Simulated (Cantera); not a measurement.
Thermodynamics of silicon oxide and oxynitride deposition, feed HMDSO + O₂ + N₂

Feed: 1 mol HMDSO, 0.6 mol O₂, 32 mol N₂, equilibrated at 0.940 bar.

Equilibrium computed with Cantera from the NASA thermochemical tables; the gas is ideal and each condensed phase is pure. Candidate condensed phases: C, C₆H₆, C₇H₈, C₈H₁₈, H₂O, Si, SiC, SiO₂, Si₂N₂O, Si₃N₄; 151 gas species. The feed counts by its element totals alone. N₂ is the only nitrogen source here; it is nearly inert below about 1500 K, so the nitride shown seldom forms there in practice. Mutual solubility and eutectic melting of coexisting phases are not modelled. The tables hold silica as quartz up to 1696 K and as liquid above; real silica turns to tridymite and cristobalite and melts near 1996 K. Equilibrium is a limit: real reactors are often held back by kinetics, nucleation or transport.

```
T (K)   x N₂   x H₂    x CO     x HCN     x CH₄     x SiO  n C(graphite)  n SiO₂(β-quartz)  n Si₂N₂O(s)  n SiC(s)
-----  -----  -----  ------  --------  --------  --------  -------------  ----------------  -----------  --------
1198   0.767  0.220  0.0123   2.99e-5  0.000727  9.87e-11           5.47             0.465        0.767         0
1298   0.753  0.218  0.0291   8.22e-5  0.000355   3.88e-9           4.78                 0         1.00         0
1398   0.752  0.218  0.0291  0.000198  0.000195   6.14e-8           4.78                 0        1.000         0
1498   0.752  0.218  0.0291  0.000422  0.000116   6.65e-7           4.78                 0        1.000         0
1598   0.752  0.218  0.0291  0.000818   7.35e-5   5.31e-6           4.76                 0        1.000         0
1698   0.752  0.218  0.0291   0.00147   4.91e-5   3.29e-5           4.74                 0        0.999         0
1798   0.750  0.216  0.0310   0.00245   3.40e-5  0.000171           4.43                 0        0.910     0.173
```
x: gas mole fraction; n: condensed amount in mol.

At 1198 K the condensed part is C(graphite) + SiO₂(β-quartz) + Si₂N₂O(s). From 1298 K to 1698 K the condensed part is C(graphite) + Si₂N₂O(s). At 1798 K the condensed part is C(graphite) + SiC(s) + Si₂N₂O(s).
